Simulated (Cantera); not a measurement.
Input (Python, Cantera):

```python
import numpy as np
import cantera as ct

gas = ct.Solution("gri30.yaml")
gas.TPX = 1300, 160000, {'N2O': 1}
reactor = ct.IdealGasConstPressureReactor(gas, energy="off", clone=False)
net = ct.ReactorNet([reactor])
net.rtol, net.atol = 1e-08, 1e-18
show = ['N2O', 'NO2', 'O', 'O2', 'NO', 'N2']
times = np.geomspace(0.0001, 4, 11)

steps = ct.SolutionArray(gas, extra=["t"])
rows = []
print(f"{'t/s':>10s}{'T/K':>9s}{'P/Pa':>11s}" + "".join(f"{s:>11s}" for s in show))
for t in times:
    while net.time < t:
        t_next = net.step()
        steps.append(gas.state, t=t_next)
    rows.append([np.interp(t, steps.t, y) for y in (steps.T, steps.P, *steps(*show).X.T)])
    print(f"{t:10.3e}{rows[-1][0]:9.1f}{rows[-1][1]:11.4g}" + "".join(f"{x:11.3e}" for x in rows[-1][2:]))
rate = np.gradient(steps.T, steps.t)
print("integrator steps:", len(steps.t))
if steps.T.max() > steps.T[0] + 200:
    print(f"time of steepest temperature rise: {steps.t[rate.argmax()]:.4e} s")
gas.TPX = 1300, 160000, {'N2O': 1}
gas.equilibrate("TP")
print(f"equilibrium (TP): T = {gas.T:.1f} K  " + "  ".join(f"{s} {gas[s].X[0]:.3e}" for s in show))
```

Output:

```
       t/s      T/K       P/Pa        N2O        NO2          O         O2         NO         N2
 1.000e-04   1300.0    1.6e+05  9.992e-01  2.375e-08  6.992e-06  2.146e-04  7.488e-05  4.737e-04
 2.885e-04   1300.0    1.6e+05  9.978e-01  1.990e-07  6.989e-06  6.298e-04  2.196e-04  1.377e-03
 8.326e-04   1300.0    1.6e+05  9.936e-01  1.544e-06  6.980e-06  1.822e-03  6.344e-04  3.971e-03
 2.402e-03   1300.0    1.6e+05  9.816e-01  1.035e-05  6.948e-06  5.220e-03  1.810e-03  1.137e-02
 6.931e-03   1300.0    1.6e+05  9.483e-01  5.163e-05  6.837e-06  1.468e-02  5.048e-03  3.196e-02
 2.000e-02   1300.0    1.6e+05  8.614e-01  1.752e-04  6.513e-06  3.938e-02  1.333e-02  8.570e-02
 5.771e-02   1300.0    1.6e+05  6.693e-01  4.383e-04  5.699e-06  9.447e-02  3.076e-02  2.050e-01
 1.665e-01   1300.0    1.6e+05  3.693e-01  7.970e-04  4.036e-06  1.824e-01  5.433e-02  3.932e-01
 4.804e-01   1300.0    1.6e+05  1.065e-01  1.003e-03  1.712e-06  2.633e-01  6.732e-02  5.618e-01
 1.386e+00   1300.0    1.6e+05  7.683e-03  1.048e-03  2.248e-07  2.961e-01  6.752e-02  6.276e-01
 4.000e+00   1300.0    1.6e+05  9.265e-06  1.097e-03  7.715e-08  2.988e-01  6.724e-02  6.329e-01
integrator steps: 1014
equilibrium (TP): T = 1300.0 K  N2O 3.555e-08  NO2 7.939e-06  O 8.124e-08  O2 3.331e-01  NO 4.609e-04  N2 6.664e-01
```

Detailed kinetics in Cantera: GRI-Mech 3.0 (53 species, 325 reactions). GRI-Mech 3.0 was tuned for natural gas; its chemistry of N2O as a main component is partial and can be far from experiment. The mechanism lacks the step 2 NO + O2 → 2 NO2, which can matter for NO2 below about 1400 K. The temperature is held fixed by assumption; the heat of reaction is taken as removed at once.
